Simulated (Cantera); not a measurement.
An adiabatic, constant-pressure homogeneous reactor starts with 7.08 % CH4, 0.467 % C2H6, 7.50 % O2, 84.9 % N2, equivalence ratio 2.1, at 1750 K and 2.17 atm.

Model: GRI-Mech 3.0 (53 species, 325 reactions), integrated in Cantera.

x: mole fraction; the columns are a selection and need not sum to one.

```json
[
 {"t (s)": "8.00e-6", "T (K)": "1743", "x CH4": "0.0702", "x C2H6": "0.00376", "x O2": "0.0747", "x HO2": "1.41e-5", "x C2H": "1.84e-11", "x CH2": "4.96e-7", "x C2H2": "9.18e-7"},
 {"t (s)": "2.05e-5", "T (K)": "1745", "x CH4": "0.0672", "x C2H6": "0.00307", "x O2": "0.0732", "x HO2": "3.20e-5", "x C2H": "[?]", "x CH2": "1.28e-6", "x C2H2": "2.76e-5"},
 {"t (s)": "5.28e-5", "T (K)": "1783", "x CH4": "0.0543", "x C2H6": "0.00183", "x O2": "0.0646", "x HO2": "7.41e-5", "x C2H": "[?]", "x CH2": "3.85e-6", "x C2H2": "0.000532"},
 {"t (s)": "0.000136", "T (K)": "2249", "x CH4": "0.000838", "x C2H6": "3.84e-7", "x O2": "0.000177", "x HO2": "4.88e-8", "x C2H": "[?]", "x CH2": "2.24e-5", "x C2H2": "0.00526"},
 {"t (s)": "0.000348", "T (K)": "2256", "x CH4": "0.000677", "x C2H6": "9.22e-8", "x O2": "5.28e-7", "x HO2": "4.50e-10", "x C2H": "[?]", "x CH2": "5.95e-6", "x C2H2": "0.00346"},
 {"t (s)": "0.000894", "T (K)": "2252", "x CH4": "0.000396", "x C2H6": "2.90e-8", "x O2": "4.34e-7", "x HO2": "3.51e-10", "x C2H": "[?]", "x CH2": "2.98e-6", "x C2H2": "0.00142"},
 {"t (s)": "0.00230", "T (K)": "2248", "x CH4": "6.77e-5", "x C2H6": "8.06e-10", "x O2": "3.81e-7", "x HO2": "2.96e-10", "x C2H": "[?]", "x CH2": "4.47e-7", "x C2H2": "0.000139"},
 {"t (s)": "0.00590", "T (K)": "2246", "x CH4": "9.76e-8", "x C2H6": "<1e-12", "x O2": "4.30e-7", "x HO2": "3.36e-10", "x C2H": "1.09e-10", "x CH2": "7.20e-10", "x C2H2": "1.68e-7"},
 {"t (s)": "0.0152", "T (K)": "2247", "x CH4": "5.62e-11", "x C2H6": "<1e-12", "x O2": "4.53e-7", "x HO2": "3.54e-10", "x C2H": "<1e-12", "x CH2": "<1e-12", "x C2H2": "<1e-12"},
 {"t (s)": "0.0389", "T (K)": "2247", "x CH4": "3.97e-11", "x C2H6": "<1e-12", "x O2": "4.55e-7", "x HO2": "3.56e-10", "x C2H": "<1e-12", "x CH2": "<1e-12", "x C2H2": "<1e-12"},
 {"t (s)": "0.100", "T (K)": "2247", "x CH4": "3.71e-11", "x C2H6": "<1e-12", "x O2": "4.56e-7", "x HO2": "3.56e-10", "x C2H": "<1e-12", "x CH2": "<1e-12", "x C2H2": "<1e-12"}
]
```

Problem. Fill in the missing entries.

Solution. 
- 2.05e-5, x C2H: 1.16e-9
- 5.28e-5, x C2H: 4.98e-8
- 0.000136, x C2H: 6.62e-6
- 0.000348, x C2H: 2.36e-6
- 0.000894, x C2H: 9.04e-7
- 0.00230, x C2H: 8.45e-8
